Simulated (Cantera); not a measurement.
What does this Cantera script print?

```python
import numpy as np
import cantera as ct

gas_names = """
    Fe H H2 H2S N NH NH2 NH3 N2 N2H2 N2H4 S SH SN S2 S8
""".split()
cond_names = """
    Fe(a) Fe(c) Fe(d) Fe(L) FeS(a) FeS(b) FeS(c) FeS(L) FeS2(s) S(cr1) S(cr2) S(L)
""".split()


# ... load() reads the species with a 1 bar reference pressure and builds the phases ...
atoms = {
    'FeS2': {'Fe': 1, 'S': 2},
    'H2': {'H': 2},
    'N2': {'N': 2},
}
top_T = {'FeS2(s)': 1010}  # K; cautious upper limits of use, not melting points


# ... equilibrate(T, P, feed) seeds the gas with the atoms and calls Mixture.equilibrate('TP', solver="vcs", rtol=1e-11, max_steps=5000) ...
results = []
feed = {'FeS2': 1, 'H2': 57, 'N2': 2}  # mol
T = 1773.15  # K
P = 1333.22  # Pa
mix = equilibrate(T, P, feed)
results.append((T, P, feed, dict(zip(mix.species_names, mix.species_moles))))
print(gas.report(threshold=1e-05))
for i in range(1, mix.n_phases):
    print(f"{mix.phase(i).name:16s} {mix.phase_moles(i):12.5e} mol")
```

Result:

```
       temperature   1773.2 K
          pressure   1333.2 Pa
           density   0.00036287 kg/m^3
  mean mol. weight   4.0127 kg/kmol
   phase of matter   gas

                          1 kg             1 kmol
                     ---------------   ---------------
          enthalpy        1.2049e+07        4.8348e+07  J
   internal energy        8.3747e+06        3.3605e+07  J
           entropy             56665        2.2738e+05  J/K
    Gibbs function       -8.8427e+07       -3.5483e+08  J
 heat capacity c_p            8404.2             33723  J/K
 heat capacity c_v            6332.1             25409  J/K

                      mass frac. Y      mole frac. X     chem. pot. / RT
                     ---------------   ---------------   ---------------
                Fe          0.020688         0.0014865            -7.132
                 H        0.00060017         0.0023892           -11.743
                H2           0.47122           0.93793           -23.485
               H2S           0.10155          0.011958           -39.415
                N2           0.23342          0.033435           -34.257
                 S         0.0038406         0.0004807            -15.93
                SH          0.030084         0.0036505           -27.672
                S2           0.13859          0.008673            -31.86
     [   +8 minor]        1.5501e-06        1.7857e-07

Fe(d)             9.11082e-01 mol
FeS(L)            0.00000e+00 mol
S(L)              0.00000e+00 mol
```

Method: chemical equilibrium by Gibbs-energy minimisation in Cantera with the NASA 1993 tables (ideal gas, pure condensed phases).
